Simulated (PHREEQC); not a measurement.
A solution holds 0.0165 mol/kgw LiOH and 0.018 mol/kgw H3BO3, at 25 °C. Closed to the air; pH follows from the charge balance.

The numbers come from PHREEQC with the ion-association model, phreeqc.dat.

| Quantity | Result |
|---|---|
| pH | 10.17 |
| ionic strength | 0.0165 mol/kgw |
| total alkalinity | 16.5 meq/kg |

```csv
species,molality,activity,log γ
Li+,0.0165,0.0146,-0.052
H2BO3-,0.0163,0.0144,-0.056
H3BO3,0.00167,0.00168,0.002
OH-,0.000172,0.000150,-0.057
```

Precipitation was switched off in this run. Species that the database lacks are ignored.
